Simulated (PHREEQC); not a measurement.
Solution (20 °C): 0.059 mol/kgw FeCl2, 0.0004 mol/kgw CuSO4 and 0.39 mol/kgw MgSO4. Closed to the air; pH follows from the charge balance.

The numbers come from PHREEQC with the ion-association model, wateq4f.dat.

No solid was allowed to form.

Task: Order these Fe species by the share of Fe that they hold, largest first: FeCl+, FeSO4, Fe+2.

Result: Fe+2 (55 %), FeSO4 (43 %), FeCl+ (1.9 %)

The pH is 6.00 and the ionic strength 0.756 mol/kgw. Saturation is exceeded, for instance for Brochantite, Antlerite; the values hold only as long as no solid forms. Caution: at this ionic strength the ion-association model is outside its range; a Pitzer model would be the better tool where its parameters exist.
